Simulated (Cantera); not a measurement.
What does this Cantera script print?

```python
import numpy as np
import cantera as ct

gas_names = """
    O2 CrO3 H2 H2O PbO B2O3 B2O2
""".split()
cond_names = """
    Cr(cr) Cr(L) Pb(cr) Pb(L) B(b) B(L)
""".split()


# ... load() reads the species with a 1 bar reference pressure and builds the phases ...
species = {s.name: s for s in load("nasa_gas.yaml", gas_names) + load("nasa_condensed.yaml", cond_names)}
# Each term lists the table entries of one substance; the one whose range holds T is used.
reactions = {
    '0.6667 Cr + O2(g) = 0.6667 CrO3(g)':
        [(-0.6666666666666666, ['Cr(cr)', 'Cr(L)']), (-1, ['O2']), (0.6666666666666666, ['CrO3'])],
    '2 H2(g) + O2(g) = 2 H2O(g)':
        [(-2, ['H2']), (-1, ['O2']), (2, ['H2O'])],
    '2 Pb + O2(g) = 2 PbO(g)':
        [(-2, ['Pb(cr)', 'Pb(L)']), (-1, ['O2']), (2, ['PbO'])],
    '1.333 B + O2(g) = 0.6667 B2O3(g)':
        [(-1.3333333333333333, ['B(b)', 'B(L)']), (-1, ['O2']), (0.6666666666666666, ['B2O3'])],
    '2 B + O2(g) = B2O2(g)':
        [(-2, ['B(b)', 'B(L)']), (-1, ['O2']), (1, ['B2O2'])],
}


def pick(names, T):
    return next(species[n] for n in names if species[n].thermo.min_temp <= T <= species[n].thermo.max_temp)


results = []
for label, terms in reactions.items():
    print(label)
    print("     T/K   dH/kJ  dS/(J/K)   dG/kJ   log10 K")
    for T in [300, 1523, 1673, 1823, 1973, 2123, 2273, 2423]:
        used = [(nu, pick(names, T)) for nu, names in terms]
        dH = sum(nu * s.thermo.h(T) for nu, s in used) / 1e6
        dS = sum(nu * s.thermo.s(T) for nu, s in used) / 1e3
        dG = dH - T * dS / 1e3
        logK = -dG * 1e6 / (ct.gas_constant * T * np.log(10))
        results.append((label, T, dH, dS, dG, logK, [s.name for _, s in used]))
        print(f"{T:8g} {dH:8.1f} {dS:8.1f} {dG:8.1f} {logK:8.2f}")
```

It prints:

```
0.6667 Cr + O2(g) = 0.6667 CrO3(g)
     T/K   dH/kJ  dS/(J/K)   dG/kJ   log10 K
     300   -195.3    -43.5   -182.2    31.73
    1523   -200.9    -50.4   -124.2     4.26
    1673   -202.6    -51.4   -116.6     3.64
    1823   -204.7    -52.6   -108.8     3.12
    1973   -207.1    -53.9   -100.8     2.67
    2123   -210.0    -55.3    -92.6     2.28
    2273   -225.1    -62.4    -83.4     1.92
    2423   -226.6    -63.0    -74.0     1.59
2 H2(g) + O2(g) = 2 H2O(g)
     T/K   dH/kJ  dS/(J/K)   dG/kJ   log10 K
     300   -483.7    -89.0   -457.0    79.57
    1523   -500.6   -114.6   -326.1    11.18
    1673   -501.4   -115.1   -308.8     9.64
    1823   -502.1   -115.5   -291.5     8.35
    1973   -502.6   -115.8   -274.2     7.26
    2123   -503.0   -116.0   -256.8     6.32
    2273   -503.3   -116.1   -239.4     5.50
    2423   -503.5   -116.2   -222.0     4.79
2 Pb + O2(g) = 2 PbO(g)
     T/K   dH/kJ  dS/(J/K)   dG/kJ   log10 K
     300    140.6    145.2     97.0   -16.89
    1523    107.5     98.3    -42.2     1.45
    1673    104.7     96.6    -56.8     1.77
    1823    102.0     95.0    -71.2     2.04
    1973     99.1     93.5    -85.3     2.26
    2123     96.2     92.1    -99.3     2.44
    2273     93.2     90.7   -113.0     2.60
    2423     90.0     89.4   -126.5     2.73
1.333 B + O2(g) = 0.6667 B2O3(g)
     T/K   dH/kJ  dS/(J/K)   dG/kJ   log10 K
     300   -557.3    -23.7   -550.2    95.80
    1523   -562.0    -28.8   -518.1    17.77
    1673   -562.9    -29.4   -513.7    16.04
    1823   -563.8    -29.9   -509.3    14.59
    1973   -564.9    -30.5   -504.7    13.36
    2123   -566.1    -31.1   -500.1    12.30
    2273   -567.3    -31.6   -495.4    11.38
    2423   -635.7    -60.8   -488.5    10.53
2 B + O2(g) = B2O2(g)
     T/K   dH/kJ  dS/(J/K)   dG/kJ   log10 K
     300   -456.0     25.8   -463.8    80.75
    1523   -462.6     20.0   -493.0    16.91
    1673   -464.1     19.0   -495.9    15.48
    1823   -465.7     18.1   -498.7    14.29
    1973   -467.5     17.2   -501.4    13.27
    2123   -469.4     16.3   -503.9    12.40
    2273   -471.4     15.3   -506.2    11.63
    2423   -574.2    -28.4   -505.4    10.89
```

Standard-state values (1 bar) from the NASA 1993 polynomials, evaluated with Cantera. Condensed species are held in their standard states even where they would react or evaporate.
